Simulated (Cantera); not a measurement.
A Cantera script and what it prints.

```python
import numpy as np
import cantera as ct

gas_names = """
    Cu CuF CuF2 Cu2 F F2
""".split()
cond_names = """
    Cu(cr) Cu(L) CuF2(s) CuF2(L)
""".split()


# ... load() reads the species with a 1 bar reference pressure and builds the phases ...
atoms = {
    'Cu': {'Cu': 1},
    'F2': {'F': 2},
}
top_T = {}  # K; cautious upper limits of use, not melting points


# ... equilibrate(T, P, feed) seeds the gas with the atoms and calls Mixture.equilibrate('TP', solver="vcs", rtol=1e-11, max_steps=5000) ...
results = []
feed = {'Cu': 1, 'F2': 1.4}  # mol
T = 573  # K
P = 28000  # Pa
mix = equilibrate(T, P, feed)
results.append((T, P, feed, dict(zip(mix.species_names, mix.species_moles))))
x = sorted(zip(gas.X, gas.species_names), reverse=True)
print(f"T = {T:g} K  P = {P:g} Pa  gas = {mix.phase_moles(0):.4g} mol")
print("   x: " + "  ".join(f"{s} {v:.3e}" for v, s in x if v > 1e-05))
print("   condensed (mol): " + ("  ".join(f"{mix.phase(i).name} {mix.phase_moles(i):.4g}"
      for i in range(1, mix.n_phases) if mix.phase_moles(i) > 1e-12) or "none"))
```

Output:

```
T = 573 K  P = 28000 Pa  gas = 0.4 mol
   x: F2 9.999e-01  F 1.236e-04
   condensed (mol): CuF2(s) 1
```

These are equilibrium values from Cantera (NASA tables, ideal gas, pure condensed phases), not measurements of a reactor.
